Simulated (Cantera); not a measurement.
**Silicon carbide growth: CH₃SiCl₃ + CH₄ + H₂**

A closed system holds: 1 mol CH₃SiCl₃, 1.4 mol CH₄, 41 mol H₂, equilibrated at 0.180 bar.

Method: chemical equilibrium by Gibbs-energy minimisation in Cantera with the NASA 1993 tables (ideal gas, pure condensed phases). Candidate condensed phases: C, C₆H₆, C₇H₈, C₈H₁₈, Si, SiC; 109 gas species. The feed counts by its element totals alone. The tables' values for SiCl, SiCl₃ are old estimates; treat these amounts as uncertain. Gases not in the tables: Si₂H₆ and higher silanes. Kinetics and transport are ignored.

From 1098 K to 2298 K the condensed part is C(graphite) + SiC(s). The main Si-bearing gas is SiCl₄ at 1098 K and SiCl₂ at 2298 K. The share of Si in condensed phases is highest at 1398 K (99.6 %) and lowest at 2298 K (89.2 %).

```json
[
 {"T (K)": "1098", "x H₂": "0.932", "x HCl": "0.0617", "x H": "5.63e-8", "x CH₄": "0.00571", "x C₂H₂ (acetylene)": "1.19e-8", "x Cl": "3.34e-9", "n C(graphite)": "1.17", "n SiC(s)": "0.966"},
 {"T (K)": "1248", "x H₂": "0.934", "x HCl": "0.0639", "x H": "1.06e-6", "x CH₄": "0.00175", "x C₂H₂ (acetylene)": "2.27e-7", "x Cl": "6.22e-8", "n C(graphite)": "1.32", "n SiC(s)": "0.995"},
 {"T (K)": "1398", "x H₂": "0.935", "x HCl": "0.0640", "x H": "1.08e-5", "x CH₄": "0.000688", "x C₂H₂ (acetylene)": "2.29e-6", "x Cl": "6.08e-7", "n C(graphite)": "1.37", "n SiC(s)": "0.996"},
 {"T (K)": "1548", "x H₂": "0.936", "x HCl": "0.0638", "x H": "7.02e-5", "x CH₄": "0.000323", "x C₂H₂ (acetylene)": "1.47e-5", "x Cl": "3.82e-6", "n C(graphite)": "1.39", "n SiC(s)": "0.994"},
 {"T (K)": "1698", "x H₂": "0.936", "x HCl": "0.0636", "x H": "0.000330", "x CH₄": "0.000174", "x C₂H₂ (acetylene)": "6.74e-5", "x Cl": "1.74e-5", "n C(graphite)": "1.40", "n SiC(s)": "0.989"},
 {"T (K)": "1848", "x H₂": "0.935", "x HCl": "0.0633", "x H": "0.00121", "x CH₄": "0.000104", "x C₂H₂ (acetylene)": "0.000241", "x Cl": "6.21e-5", "n C(graphite)": "1.39", "n SiC(s)": "0.982"},
 {"T (K)": "1998", "x H₂": "0.932", "x HCl": "0.0627", "x H": "0.00365", "x CH₄": "6.67e-5", "x C₂H₂ (acetylene)": "0.000707", "x Cl": "0.000183", "n C(graphite)": "1.36", "n SiC(s)": "0.972"},
 {"T (K)": "2148", "x H₂": "0.926", "x HCl": "0.0617", "x H": "0.00945", "x CH₄": "4.55e-5", "x C₂H₂ (acetylene)": "0.00177", "x Cl": "0.000461", "n C(graphite)": "1.28", "n SiC(s)": "0.954"},
 {"T (K)": "2298", "x H₂": "0.911", "x HCl": "0.0601", "x H": "0.0215", "x CH₄": "3.21e-5", "x C₂H₂ (acetylene)": "0.00390", "x Cl": "0.00102", "n C(graphite)": "1.12", "n SiC(s)": "0.892"}
]
```
x: gas mole fraction; n: condensed amount in mol.
